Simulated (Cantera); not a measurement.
Cantera run, input and output.

```python
import numpy as np
import cantera as ct

gas = ct.Solution("h2o2.yaml")
gas.TPX = 1400, 1333, {'H2': 0.068, 'O2': 1, 'N2': 0.8}
reactor = ct.IdealGasConstPressureReactor(gas, energy="off", clone=False)
net = ct.ReactorNet([reactor])
net.rtol, net.atol = 1e-08, 1e-18
show = ['H2', 'O2', 'H', 'H2O', 'H2O2', 'OH', 'O']
times = np.geomspace(4e-06, 1, 13)

steps = ct.SolutionArray(gas, extra=["t"])
rows = []
print(f"{'t/s':>10s}{'T/K':>9s}{'P/Pa':>11s}" + "".join(f"{s:>11s}" for s in show))
for t in times:
    while net.time < t:
        t_next = net.step()
        steps.append(gas.state, t=t_next)
    rows.append([np.interp(t, steps.t, y) for y in (steps.T, steps.P, *steps(*show).X.T)])
    print(f"{t:10.3e}{rows[-1][0]:9.1f}{rows[-1][1]:11.4g}" + "".join(f"{x:11.3e}" for x in rows[-1][2:]))
rate = np.gradient(steps.T, steps.t)
print("integrator steps:", len(steps.t))
if steps.T.max() > steps.T[0] + 200:
    print(f"time of steepest temperature rise: {steps.t[rate.argmax()]:.4e} s")
gas.TPX = 1400, 1333, {'H2': 0.068, 'O2': 1, 'N2': 0.8}
gas.equilibrate("TP")
print(f"equilibrium (TP): T = {gas.T:.1f} K  " + "  ".join(f"{s} {gas[s].X[0]:.3e}" for s in show))
```

Output:

```
       t/s      T/K       P/Pa         H2         O2          H        H2O       H2O2         OH          O
 4.000e-06   1400.0       1333  3.640e-02  5.353e-01  1.728e-09  1.938e-12  4.919e-14  9.621e-11  9.675e-11
 1.127e-05   1400.0       1333  3.640e-02  5.353e-01  4.463e-09  4.023e-11  3.880e-13  7.003e-10  7.112e-10
 3.175e-05   1400.0       1333  3.640e-02  5.353e-01  1.049e-08  7.674e-10  3.056e-12  4.547e-09  4.745e-09
 8.944e-05   1400.0       1333  3.640e-02  5.353e-01  2.520e-08  1.266e-08  2.382e-11  2.543e-08  2.823e-08
 2.520e-04   1400.0       1333  3.640e-02  5.353e-01  1.191e-07  2.228e-07  1.799e-10  1.829e-07  2.186e-07
 7.099e-04   1400.0       1333  3.638e-02  5.353e-01  5.253e-06  1.570e-05  1.255e-09  8.804e-06  1.075e-05
 2.000e-03   1400.0       1333  4.377e-03  5.097e-01  6.324e-03  2.573e-02  6.374e-08  6.264e-03  1.926e-02
 5.635e-03   1400.0       1333  7.407e-04  5.055e-01  4.902e-03  3.117e-02  3.435e-08  4.129e-03  2.499e-02
 1.587e-02   1400.0       1333  6.917e-04  5.071e-01  4.370e-03  3.160e-02  3.403e-08  3.997e-03  2.309e-02
 4.472e-02   1400.0       1333  5.725e-04  5.107e-01  3.202e-03  3.260e-02  3.288e-08  3.648e-03  1.867e-02
 1.260e-01   1400.0       1333  3.503e-04  5.171e-01  1.466e-03  3.428e-02  2.887e-08  2.871e-03  1.100e-02
 3.550e-01   1400.0       1333  1.231e-04  5.232e-01  2.939e-04  3.586e-02  1.941e-08  1.711e-03  3.742e-03
 1.000e+00   1400.0       1333  2.530e-05  5.258e-01  2.692e-05  3.663e-02  8.824e-09  7.782e-04  7.574e-04
integrator steps: 993
equilibrium (TP): T = 1400.0 K  H2 2.011e-07  O2 5.267e-01  H 1.902e-08  H2O 3.704e-02  H2O2 3.471e-10  OH 6.961e-05  O 5.987e-06
```

Model: the H2/O2 subset of GRI-Mech 3.0, which has no nitrogen chemistry, integrated in Cantera. Radical loss at walls, strong at low pressure, is not modelled. The temperature is held fixed by assumption; the heat of reaction is taken as removed at once.
